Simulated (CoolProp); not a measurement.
Values from CoolProp's reference Helmholtz-energy equation of state, Thol 2019.

Q: For decamethylcyclopentasiloxane (D5), give the phase and the cp (kJ/(kg K)), cv (kJ/(kg K)), speed of sound (m/s), Joule-Thomson coefficient (K/MPa) at 346.85 °C and 1.12 MPa; 346.85 °C and 1.8 MPa.

A: 
- 346.85 °C and 1.12 MPa: supercritical; cp 5.85, cv 2.03, speed of sound 39.8, Joule-Thomson coefficient 29.6
- 346.85 °C and 1.8 MPa: supercritical; cp 2.37, cv 1.99, speed of sound 131, Joule-Thomson coefficient 2.52
